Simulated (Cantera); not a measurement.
What does this Cantera script print?

```python
import numpy as np
import cantera as ct

gas = ct.Solution("h2o2.yaml")
gas.TPX = 1498, 100000, {'H2': 1, 'O2': 0.82, 'N2': 3.08}
reactor = ct.IdealGasConstPressureReactor(gas, energy="on", clone=False)
net = ct.ReactorNet([reactor])
net.rtol, net.atol = 1e-08, 1e-16
show = ['H2', 'O2', 'H2O', 'O', 'H2O2', 'OH']
times = np.geomspace(1e-06, 9, 16)

steps = ct.SolutionArray(gas, extra=["t"])
rows = []
print(f"{'t/s':>10s}{'T/K':>9s}{'P/Pa':>11s}" + "".join(f"{s:>11s}" for s in show))
for t in times:
    while net.time < t:
        t_next = net.step()
        steps.append(gas.state, t=t_next)
    rows.append([np.interp(t, steps.t, y) for y in (steps.T, steps.P, *steps(*show).X.T)])
    print(f"{t:10.3e}{rows[-1][0]:9.1f}{rows[-1][1]:11.4g}" + "".join(f"{x:11.3e}" for x in rows[-1][2:]))
rate = np.gradient(steps.T, steps.t)
print("integrator steps:", len(steps.t))
if steps.T.max() > steps.T[0] + 200:
    print(f"time of steepest temperature rise: {steps.t[rate.argmax()]:.4e} s")
gas.TPX = 1498, 100000, {'H2': 1, 'O2': 0.82, 'N2': 3.08}
gas.equilibrate("HP")
print(f"equilibrium (HP): T = {gas.T:.1f} K  " + "  ".join(f"{s} {gas[s].X[0]:.3e}" for s in show))
```

Result:

```
       t/s      T/K       P/Pa         H2         O2        H2O          O       H2O2         OH
 1.000e-06   1498.0      1e+05  2.041e-01  1.673e-01  1.103e-07  4.934e-08  1.050e-09  4.298e-08
 2.908e-06   1498.0      1e+05  2.041e-01  1.673e-01  2.831e-06  5.978e-07  8.340e-09  5.120e-07
 8.457e-06   1498.8      1e+05  2.024e-01  1.666e-01  1.170e-03  2.031e-04  2.600e-07  1.757e-04
 2.460e-05   1952.5      1e+05  2.793e-02  7.205e-02  1.461e-01  3.154e-02  7.201e-07  2.379e-02
 7.153e-05   2380.0      1e+05  1.994e-02  6.777e-02  1.740e-01  1.863e-02  2.770e-07  2.934e-02
 2.080e-04   2633.1      1e+05  1.097e-02  6.709e-02  1.955e-01  9.242e-03  4.217e-07  2.590e-02
 6.049e-04   2663.9      1e+05  9.663e-03  6.717e-02  1.985e-01  8.067e-03  5.048e-07  2.483e-02
 1.759e-03   2664.0      1e+05  9.662e-03  6.717e-02  1.985e-01  8.066e-03  5.048e-07  2.483e-02
 5.116e-03   2664.0      1e+05  9.662e-03  6.717e-02  1.985e-01  8.066e-03  5.048e-07  2.483e-02
 1.488e-02   2664.0      1e+05  9.662e-03  6.717e-02  1.985e-01  8.066e-03  5.048e-07  2.483e-02
 4.327e-02   2664.0      1e+05  9.662e-03  6.717e-02  1.985e-01  8.066e-03  5.048e-07  2.483e-02
 1.258e-01   2664.0      1e+05  9.662e-03  6.717e-02  1.985e-01  8.066e-03  5.048e-07  2.483e-02
 3.659e-01   2664.0      1e+05  9.662e-03  6.717e-02  1.985e-01  8.066e-03  5.048e-07  2.483e-02
 1.064e+00   2664.0      1e+05  9.662e-03  6.717e-02  1.985e-01  8.066e-03  5.048e-07  2.483e-02
 3.095e+00   2664.0      1e+05  9.662e-03  6.717e-02  1.985e-01  8.066e-03  5.048e-07  2.483e-02
 9.000e+00   2664.0      1e+05  9.662e-03  6.717e-02  1.985e-01  8.066e-03  5.048e-07  2.483e-02
integrator steps: 1083
time of steepest temperature rise: 1.3773e-05 s
equilibrium (HP): T = 2664.0 K  H2 9.662e-03  O2 6.717e-02  H2O 1.985e-01  O 8.066e-03  H2O2 5.048e-07  OH 2.483e-02
```

Detailed kinetics in Cantera: the H2/O2 subset of GRI-Mech 3.0, which has no nitrogen chemistry.
